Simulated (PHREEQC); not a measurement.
Solution A (0.0023 mol/kgw Pb(NO3)2, 0.00013 mol/kgw CaCl2 and 3.7e-05 mol/kgw NaCl) is mixed with solution B (12 mmol/kgw HCl and 26 mmol/kgw NiSO4) at 25 °C; shares are by mass of water, 1 kg in all. O2 is buffered at 0.21 atm. The system is closed to CO2. Only these solids could form: Gypsum, Portlandite, Litharge, Anglesite, Cotunnite, Laurionite, Larnakite, Ni(OH)2, Ni4(OH)6SO4, Halite, Mirabilite, Morenosite.

All values are PHREEQC results (ion-association model, wateq4f.dat), not measurements.

```csv
share of solution B,pH,Anglesite (mol),S in solution (mol/kgw),Ca+2 (mol/kgw),Pb+2 (mol/kgw),Ni+2 (mol/kgw),SO4-2 (mol/kgw),NiSO4 (mol/kgw)
0,5.25,0,0,0.000130,0.00218,0,0,0
0.1,2.97,0.00198,0.000623,0.000112,7.73e-5,0.00249,0.000471,0.000102
0.25,2.65,0.00170,0.00480,8.04e-5,1.58e-5,0.00540,0.00323,0.00108
0.4,2.49,0.00136,0.00904,5.97e-5,1.11e-5,0.00806,0.00565,0.00229
0.5,2.42,0.00113,0.0119,4.81e-5,9.72e-6,0.00978,0.00714,0.00315
0.6,2.36,0.000900,0.0147,3.75e-5,8.85e-6,0.0115,0.00856,0.00405
0.75,2.29,0.000556,0.0189,2.27e-5,8.00e-6,0.0139,0.0106,0.00543
0.9,2.23,0.000212,0.0232,8.86e-6,7.43e-6,0.0164,0.0125,0.00686
1,2.20,0,0.0260,0,0,0.0180,0.0138,0.00782
```

Anglesite from share of solution B = 0.05 (pH 3.26), last present at share of solution B = 0.95.

Complexes and solids missing from the database can't appear.
